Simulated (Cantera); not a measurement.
A closed system holds: 1 mol SiF4, 17 mol NH3, 4.6 mol N2, held at 1275 K and 0.133 bar.

Equilibrium computed with Cantera from the NASA thermochemical tables; the gas is ideal and each condensed phase is pure. Candidate condensed phases: Si, Si3N4; 37 gas species. The tables' values for SiF3 are old estimates; treat these amounts as uncertain. Equilibrium is a limit: real reactors are often held back by kinetics, nucleation or transport.

Task: What is the equilibrium state?

Result: x(H2): 0.642
x(N2): 0.330
x(SiF4): 0.0241
x(HF): 0.00236
x(SiHF3): 0.000479
x(SiF3): 0.000210
x(NH3): 5.42e-6
x(SiH2F2): 4.56e-6
x(SiF2): 1.65e-6
n(Si3N4(s)): 0.00548 mol
gas amount: 39.61 mol
log10 activity of Si(s) (absent): -3.49
